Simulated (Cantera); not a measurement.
An adiabatic, constant-pressure homogeneous reactor starts with CH4 : C2H6 : C3H8 : O2 : N2 : CO2 = 1 : 0.087 : 0.41 : 2.29 : 25.2 : 2.3 (molar parts), equivalence ratio 1.9, at 1750 K and 6000 Torr.

Detailed kinetics in Cantera: GRI-Mech 3.0 (53 species, 325 reactions). GRI-Mech 3.0 was tuned for natural gas; its chemistry of propane as a main component is partial and can be far from experiment.

x: mole fraction; the columns are a selection and need not sum to one.

```tsv
t (s)	T (K)	x CH4	x C2H6	x C3H8	x HO2	x NO	x CO2	x O2
1.00e-6	1735	0.0314	0.00274	0.0105	…	1.73e-10	0.0732	0.0724
3.51e-6	1737	0.0296	0.00354	0.00497	…	2.31e-9	0.0726	0.0686
1.23e-5	1912	0.0151	0.000523	5.21e-6	…	1.88e-7	0.0703	0.0385
4.33e-5	2254	0.000369	1.25e-7	1.25e-11	…	2.62e-5	0.0532	0.000128
0.000152	2253	0.000195	2.00e-8	<1e-12	1.77e-9	4.09e-5	0.0490	2.01e-6
0.000534	2250	1.31e-5	9.04e-11	<1e-12	1.78e-9	8.12e-5	0.0474	2.06e-6
0.00187	2249	7.24e-11	<1e-12	<1e-12	2.09e-9	0.000107	0.0473	2.36e-6
0.00658	2250	2.01e-11	<1e-12	<1e-12	2.10e-9	8.90e-5	0.0473	2.37e-6
0.0231	2250	1.98e-11	<1e-12	<1e-12	2.10e-9	6.10e-5	0.0473	2.38e-6
0.0811	2250	1.97e-11	<1e-12	<1e-12	2.11e-9	4.71e-5	0.0473	2.39e-6
0.285	2250	1.97e-11	<1e-12	<1e-12	2.11e-9	4.64e-5	0.0473	2.39e-6
1.00	2250	1.97e-11	<1e-12	<1e-12	2.11e-9	4.64e-5	0.0473	2.39e-6
```

Task: Fill in the missing entries.

Result: 
- 1.00e-6, x HO2: 7.09e-5
- 3.51e-6, x HO2: 0.000106
- 1.23e-5, x HO2: 9.01e-5
- 4.33e-5, x HO2: 4.31e-8
